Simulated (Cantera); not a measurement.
## Aluminium nitride and oxide growth: Al + H2O + N2 + O2

A closed system holds: 1 mol Al, 42 mol H2O, 53 mol N2, 7.5 mol O2, held at 0.0100 bar.

Equilibrium computed with Cantera from the NASA thermochemical tables; the gas is ideal and each condensed phase is pure. Candidate condensed phases: Al, AlN, Al2O3, H2O; 35 gas species. The numbers say what is thermodynamically allowed, not how fast it happens.

From 673 K to 1973 K the condensed part is Al2O3(s).

```tsv
T (K)	x N2	x H2O	x O2	x OH	x H2	x NO	x O	x H	n Al2O3(s)
673	0.521	0.413	0.0663	4.24e-11	<1e-12	6.85e-8	<1e-12	<1e-12	0.500
773	0.521	0.413	0.0663	1.79e-9	<1e-12	5.67e-7	<1e-12	<1e-12	0.500
873	0.521	0.413	0.0663	3.23e-8	1.85e-11	2.89e-6	4.89e-12	<1e-12	0.500
973	0.521	0.413	0.0663	3.22e-7	6.13e-10	1.05e-5	1.74e-10	<1e-12	0.500
1073	0.521	0.413	0.0663	2.09e-6	1.07e-8	3.02e-5	3.20e-9	1.45e-11	0.500
1173	0.521	0.413	0.0663	9.90e-6	1.15e-7	7.23e-5	3.60e-8	3.99e-10	0.500
1273	0.521	0.413	0.0663	3.67e-5	8.53e-7	0.000151	2.77e-7	6.59e-9	0.500
1373	0.521	0.413	0.0662	0.000113	4.75e-6	0.000283	1.59e-6	7.26e-8	0.500
1473	0.521	0.413	0.0660	0.000296	2.10e-5	0.000488	7.17e-6	5.80e-7	0.500
1573	0.520	0.412	0.0658	0.000689	7.72e-5	0.000782	2.68e-5	3.57e-6	0.500
1673	0.520	0.412	0.0654	0.00145	0.000243	0.00118	8.55e-5	1.77e-5	0.500
1773	0.519	0.410	0.0649	0.00279	0.000672	0.00171	0.000239	7.37e-5	0.500
1873	0.518	0.407	0.0643	0.00500	0.00166	0.00237	0.000600	0.000263	0.500
1973	0.517	0.402	0.0637	0.00843	0.00374	0.00317	0.00137	0.000825	0.500
```
x: gas mole fraction; n: condensed amount in mol.
